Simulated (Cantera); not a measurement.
# Metals in furnace atmospheres: Ti + CO + H2

Charge: 1 mol Ti, a varied amount of CO, 18 mol H2, at 1000 °C and 1.33 mbar.

Method: chemical equilibrium by Gibbs-energy minimisation in Cantera with the NASA 1993 tables (ideal gas, pure condensed phases). Candidate condensed phases: C, C6H6, C7H8, C8H18, H2O, Ti, TiC, TiO, TiO2, Ti2O3, Ti3O5, Ti4O7; 113 gas species. Mutual solubility and eutectic melting of coexisting phases are not modelled. TiC, TiO: taken at fixed stoichiometry. Condensed phases not in the tables: solid solutions among these carbides, nitrides and lower oxides, N, O or C dissolved in the metal. Kinetics and transport are ignored.

From 0.17 mol CO to 0.39 mol CO the condensed part is Ti(β) + TiC(s) + TiO(s). At 0.51 mol CO the condensed part is TiC(s) + TiO(s) + Ti2O3(s). From 0.67 mol CO to 2.6 mol CO the condensed part is TiC(s) + Ti2O3(s).

```
n(CO) (mol)   x H2     x CO      x H     x H2O     x CO2  n Ti(β)  n TiC(s)  n TiO(s)  n Ti2O3(s)
-----------  -----  -------  -------  --------  --------  -------  --------  --------  ----------
0.17         1.000   <1e-12  1.96e-5  9.90e-11    <1e-12    0.660     0.170     0.170           0
0.23         1.000   <1e-12  1.96e-5  9.90e-11    <1e-12    0.540     0.230     0.230           0
0.3          1.000   <1e-12  1.96e-5  9.90e-11    <1e-12    0.400     0.300     0.300           0
0.39         1.000   <1e-12  1.96e-5  9.90e-11    <1e-12    0.220     0.390     0.390           0
0.51         1.000  2.65e-5  1.96e-5   6.05e-7  9.69e-12        0     0.510     0.452      0.0190
0.67         0.996  0.00387  1.95e-5   4.43e-6   1.04e-8        0     0.600         0       0.200
0.87         0.985   0.0148  1.94e-5   7.48e-6   6.77e-8        0     0.600         0       0.200
1.1          0.973   0.0270  1.93e-5   9.40e-6   1.58e-7        0     0.600         0       0.200
1.5          0.952   0.0476  1.91e-5   1.15e-5   3.49e-7        0     0.600         0       0.200
2            0.928   0.0722  1.89e-5   1.33e-5   6.24e-7        0     0.600         0       0.200
2.6          0.900   0.1000  1.86e-5   1.47e-5   9.85e-7        0     0.600         0       0.200
```
x: gas mole fraction; n: condensed amount in mol.
